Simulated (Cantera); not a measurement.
A freely propagating, adiabatic, planar premixed flame of H2 : O2 : N2 = 1 : 0.92 : 2.69 (molar parts), unburnt at 400 K and 7500 Torr; mixture-averaged transport, grid criteria slope 0.08 and curve 0.16, no radiation.

Cantera simulation using the H2/O2 subset of GRI-Mech 3.0, which has no nitrogen chemistry; the numbers are that mechanism's predictions, not measurements. The hydrogen kinetics of GRI-Mech 3.0 are dated; newer H2 mechanisms differ, most at raised pressure. Burning velocities carry a grid error of a few per cent, more on coarse grids. Lean hydrogen flames are cellular in practice and burn faster than this planar one.

Problem. Predict: laminar burning velocity; thermal thickness; peak x(OH); peak x(H2O2); peak x(HO2).

Solution. 
| Item | Value |
|---|---|
| laminar burning velocity | 60.4 cm/s |
| thermal thickness | 0.0419 mm |
| peak x(OH) | 0.00518 |
| peak x(H2O2) | 0.000403 |
| peak x(HO2) | 0.000913 |
